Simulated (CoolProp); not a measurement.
Vapour-liquid equilibrium of n-heptane (1) + toluene (2) at 0.916 bar; x and y are mole fractions of (1).

Computed with CoolProp (multi-fluid Helmholtz-energy mixture model, Span 2003 and Lemmon 2006; pair parameters Bell 2016).

```
x     bubble temperature (°C)  y at the bubble point  dew temperature at overall composition x (°C)  liquid density (mol/L)
----  -----------------------  ---------------------  ---------------------------------------------  ----------------------
0.05                    105.5                  0.090                                          106.2                   8.350
0.15                    103.0                  0.235                                          104.5                   8.067
0.25                    101.1                  0.351                                          102.8                   7.796
0.35                     99.7                  0.449                                          101.1                   7.539
0.45                     98.5                  0.537                                           99.7                   7.295
0.55                     97.5                  0.621                                           98.3                   7.063
0.65                     96.8                  0.702                                           97.2                   6.844
0.75                     96.1                  0.784                                           96.4                   6.637
0.85                     95.6                  0.868                                           95.7                   6.439
0.95                     95.2                  0.955                                           95.2                   6.252
```

No azeotrope shows between x = 0.05 and 0.95.

The pair parameters rest on a limited set of measurements; away from them the model extrapolates.
